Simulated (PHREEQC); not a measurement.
Consider water at 25 °C with 17 mmol/kgw NaBr. Closed to the air; pH follows from the charge balance.

Equilibrium calculation in PHREEQC: ion-association model, phreeqc.dat.

This is a speciation only: nothing precipitates in the calculation.

Q: Estimate the specific conductance.

A: specific conductance 1950 µS/cm.

Complexes and solids missing from the database can't appear.
